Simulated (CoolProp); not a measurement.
A single-stage vapour-compression cycle with c-C4F8 (RC318): evaporating at 301.15 K (dew point), condensing at 359.15 K (bubble point), superheat 8 K, subcooling 8 K, compressor efficiency 0.8, no pressure losses. Each further row changes one setting.

Computed with CoolProp (reference Helmholtz-energy equation of state, Platzer 1990). This equation is an older, rougher fit; its heat capacities, sound speeds and derivatives of the liquid may be far off and weren't checked against measurements.

```
case                              cooling COP  pressure ratio  discharge temperature (K)  refrigerating effect (kJ/kg)  volumetric capacity (kJ/m³)
--------------------------------  -----------  --------------  -------------------------  ----------------------------  ---------------------------
as stated                                2.53            4.46                      359.1                          49.8                         1470
evaporating temperature 306.15 K         2.99             [?]                      359.1                          53.2                          [?]
condensing temperature 354.15 K          3.03            4.00                      354.1                          56.2                          [?]
subcooling 13 K                          2.85            4.46                      359.1                          56.2                         1670
superheat 18 K                           2.74            4.46                      360.7                          58.2                         1650
compressor efficiency 0.7                2.21            4.46                      359.1                          49.8                         1470
```

Task: Some entries are withheld; supply them.

Result: 
- evaporating temperature 306.15 K, pressure ratio: 3.82
- evaporating temperature 306.15 K, volumetric capacity (kJ/m³): 1830
- condensing temperature 354.15 K, volumetric capacity (kJ/m³): 1660

The compression ends wet for: as stated; evaporating temperature 306.15 K; condensing temperature 354.15 K; subcooling 13 K; compressor efficiency 0.7.
